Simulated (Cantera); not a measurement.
An isothermal, constant-pressure homogeneous reactor starts with 3.01 % H2, 97.0 % O2, at 950 K and 0.00150 bar.

Cantera simulation using GRI-Mech 3.0 (53 species, 325 reactions); the numbers are that mechanism's predictions, not measurements. Radical loss at walls, strong at low pressure, is not modelled.

One state of this run: x H2 = 0.00429; x O2 = 0.953; x O = 0.0115; x H = 0.00844; x OH = 0.00173; x HO2 = 8.34e-7. x: mole fraction; the columns are a selection and need not sum to one.

Which value of t (s) does it belong to?
A) 1.02
B) 0.134
C) 0.517
D) 0.0681

B, 0.134
